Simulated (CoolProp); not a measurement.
A simple Rankine cycle with n-perfluorohexane: condensing at 288.15 K, boiler at 0.819 MPa, turbine inlet 414.6 K, turbine efficiency 0.8, pump efficiency 0.7, no recuperator. Each further row changes one setting.

The numbers come from the reference Helmholtz-energy equation of state, Gao 2022 in CoolProp.

| case | thermal efficiency (%) | net work (kJ/kg) | heat in (kJ/kg) | turbine exit temperature (K) | volume ratio over the turbine |
|---|---|---|---|---|---|
| as stated | 13.2 | 26.2 | 197 | 375.4 | 55.0 |
| turbine inlet 434.6 K | 12.8 | 28.0 | 219 | 396.3 | 51.1 |
| condensing temperature 280.15 K | 14.1 | 29.0 | 206 | 372.3 | 81.2 |
| boiler pressure 0.573 MPa | 12.2 | 24.7 | 202 | 381.6 | 34.2 |
| turbine efficiency 0.7 | 11.6 | 22.8 | 197 | 379.0 | 55.5 |
